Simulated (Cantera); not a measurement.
What does this Cantera script print?

```python
import numpy as np
import cantera as ct

gas = ct.Solution("gri30.yaml")
gas.TPX = 1275, 100000, {'N2O': 1, 'N2': 1.4}
reactor = ct.IdealGasConstPressureReactor(gas, energy="off", clone=False)
net = ct.ReactorNet([reactor])
net.rtol, net.atol = 1e-08, 1e-18
show = ['N2O', 'O', 'NO', 'N2', 'NO2']
times = np.geomspace(2e-06, 60, 11)

steps = ct.SolutionArray(gas, extra=["t"])
rows = []
print(f"{'t/s':>10s}{'T/K':>9s}{'P/Pa':>11s}" + "".join(f"{s:>11s}" for s in show))
for t in times:
    while net.time < t:
        t_next = net.step()
        steps.append(gas.state, t=t_next)
    rows.append([np.interp(t, steps.t, y) for y in (steps.T, steps.P, *steps(*show).X.T)])
    print(f"{t:10.3e}{rows[-1][0]:9.1f}{rows[-1][1]:11.4g}" + "".join(f"{x:11.3e}" for x in rows[-1][2:]))
rate = np.gradient(steps.T, steps.t)
print("integrator steps:", len(steps.t))
if steps.T.max() > steps.T[0] + 200:
    print(f"time of steepest temperature rise: {steps.t[rate.argmax()]:.4e} s")
gas.TPX = 1275, 100000, {'N2O': 1, 'N2': 1.4}
gas.equilibrate("TP")
print(f"equilibrium (TP): T = {gas.T:.1f} K  " + "  ".join(f"{s} {gas[s].X[0]:.3e}" for s in show))
```

It prints:

```
       t/s      T/K       P/Pa        N2O          O         NO         N2        NO2
 2.000e-06   1275.0      1e+05  4.167e-01  8.463e-07  2.147e-08  5.833e-01  3.762e-15
 1.119e-05   1275.0      1e+05  4.167e-01  3.268e-06  5.221e-07  5.833e-01  2.190e-12
 6.258e-05   1275.0      1e+05  4.166e-01  5.148e-06  6.521e-06  5.834e-01  3.406e-10
 3.501e-04   1275.0      1e+05  4.163e-01  5.166e-06  4.292e-05  5.835e-01  1.449e-08
 1.958e-03   1275.0      1e+05  4.145e-01  5.160e-06  2.455e-04  5.845e-01  4.271e-07
 1.095e-02   1275.0      1e+05  4.047e-01  5.117e-06  1.350e-03  5.897e-01  7.969e-06
 6.128e-02   1275.0      1e+05  3.552e-01  4.842e-06  6.808e-03  6.160e-01  6.093e-05
 3.428e-01   1275.0      1e+05  1.877e-01  3.550e-06  2.369e-02  7.057e-01  2.273e-04
 1.917e+00   1275.0      1e+05  1.701e-02  6.469e-07  3.464e-02  8.003e-01  3.387e-04
 1.073e+01   1275.0      1e+05  1.131e-06  4.428e-08  3.461e-02  8.102e-01  3.565e-04
 6.000e+01   1275.0      1e+05  3.426e-07  4.425e-08  3.457e-02  8.103e-01  3.562e-04
integrator steps: 1168
equilibrium (TP): T = 1275.0 K  N2O 2.153e-08  O 4.665e-08  NO 3.129e-04  N2 8.274e-01  NO2 3.400e-06
```

Model: GRI-Mech 3.0 (53 species, 325 reactions), integrated in Cantera. GRI-Mech 3.0 was tuned for natural gas; its chemistry of N2O as a main component is partial and can be far from experiment. The mechanism lacks the step 2 NO + O2 → 2 NO2, which can matter for NO2 below about 1400 K. The temperature is held fixed by assumption; the heat of reaction is taken as removed at once.
